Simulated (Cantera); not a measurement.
Input (Python, Cantera):

```python
import numpy as np
import cantera as ct

gas = ct.Solution("gri30.yaml", transport_model="multicomponent")
show = ['CO2', 'C2H2', 'H']

rows = []
print(f"{'T/K':>7s}{'rho':>11s}{'cp':>10s}{'mu':>11s}{'lambda':>11s}{'Pr':>7s}" + "".join(f"{'D_' + s:>11s}" for s in show))
for T in [400, 500, 600, 700, 800, 900, 1000, 1100, 1200]:
    gas.TPX = T, 500000, {'H2O': 0.97, 'O2': 0.86, 'CO2': 0.46}
    Pr = gas.cp_mass * gas.viscosity / gas.thermal_conductivity
    D = [gas.mix_diff_coeffs_mole[gas.species_index(s)] for s in show]
    rows.append([gas.density, gas.cp_mass, gas.viscosity, gas.thermal_conductivity, Pr, *D])
    print(f"{T:7g}{gas.density:11.4e}{gas.cp_mass:10.1f}{gas.viscosity:11.4e}"
          f"{gas.thermal_conductivity:11.4e}{Pr:7.3f}" + "".join(f"{d:11.4e}" for d in D))
print("SI units: kg/m3, J/kg/K, Pa s, W/m/K, m2/s")
```

Result:

```
    T/K        rho        cp         mu     lambda     Pr      D_CO2     D_C2H2        D_H
    400 4.2829e+00    1197.7 1.9706e-05 3.4524e-02  0.684 5.5784e-06 5.4895e-06 4.1993e-05
    500 3.4263e+00    1248.0 2.3971e-05 4.4045e-02  0.679 8.4843e-06 8.3005e-06 6.3017e-05
    600 2.8552e+00    1296.9 2.8007e-05 5.3658e-02  0.677 1.1868e-05 1.1555e-05 8.7232e-05
    700 2.4473e+00    1342.3 3.1843e-05 6.3260e-02  0.676 1.5688e-05 1.5216e-05 1.1439e-04
    800 2.1414e+00    1383.5 3.5508e-05 7.2776e-02  0.675 1.9916e-05 1.9256e-05 1.4430e-04
    900 1.9035e+00    1421.0 3.9021e-05 8.2198e-02  0.675 2.4525e-05 2.3654e-05 1.7681e-04
   1000 1.7131e+00    1456.9 4.2400e-05 9.1614e-02  0.674 2.9497e-05 2.8391e-05 2.1180e-04
   1100 1.5574e+00    1489.3 4.5661e-05 1.0091e-01  0.674 3.4815e-05 3.3452e-05 2.4917e-04
   1200 1.4276e+00    1519.4 4.8814e-05 1.1011e-01  0.674 4.0464e-05 3.8826e-05 2.8882e-04
SI units: kg/m3, J/kg/K, Pa s, W/m/K, m2/s
```

Model: GRI-Mech 3.0 (53 species, 325 reactions), integrated in Cantera. Polar gases are described roughly by these parameters.
